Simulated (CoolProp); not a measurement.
Vapour-liquid equilibrium of carbon dioxide (1) + R143a (2) at 1.13 MPa; x and y are mole fractions of (1).

Model: multi-fluid Helmholtz-energy mixture model, Span 1996 and Lemmon and Jacobsen 2000; pair parameters Bell 2016, in CoolProp.

```tsv
x	bubble temperature (°C)	y at the bubble point	dew temperature at overall composition x (°C)	liquid density (mol/L)
0.05	15.7	0.144	19.1	11.77
0.15	5.3	0.402	15.5	12.81
0.25	-4.2	0.595	11.7	13.90
0.35	-12.2	0.724	7.6	15.01
0.45	-18.5	0.807	3.1	16.17
0.55	-23.4	0.863	-1.8	17.39
0.65	-27.3	0.903	-7.4	18.72
0.75	-30.4	0.934	-14.1	20.21
0.85	-33.1	0.960	-22.2	21.92
0.95	-35.6	0.986	-32.0	23.93
```

No azeotrope shows between x = 0.05 and 0.95.

Pair parameters are fitted to limited data, so mixtures are less certain than the pure fluids. The gap from Raoult's law changes sign with composition, which may be real or a fault of the pair parameters; it wasn't checked against measurements.
